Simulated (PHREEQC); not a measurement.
# Geothermal or formation water: an equilibrium model

Synthetic water in mg/kgw, 50 °C, pH 8.58, pe 9.9:

| constituent | mg/kgw |
|---|---|
| Na | 2430 |
| K | 0.201 |
| Ca | 3.24 |
| Mg | 605 |
| Cl | 4080 |
| S(6) as SO4 | 2070 |
| Alkalinity as HCO3 | 47.5 |
| Si as SiO2 | 90.1 |

Valence states are taken as typed.

Computed with PHREEQC (ion-association model, phreeqc.dat).

Precipitation was switched off in this run.

### Question
Estimate the ionic strength.

### Answer
ionic strength 0.167 mol/kgw.

### Question
In which forms is Ca present?

### Answer
Ca+2 81 %, CaSO4 18 % of the Ca.

Examples of supersaturated solids here: Quartz (slow to form), Chalcedony (slow to form). Others may be too. At this temperature some constants are extrapolated from 25 °C, and those without enthalpy data are left unchanged.
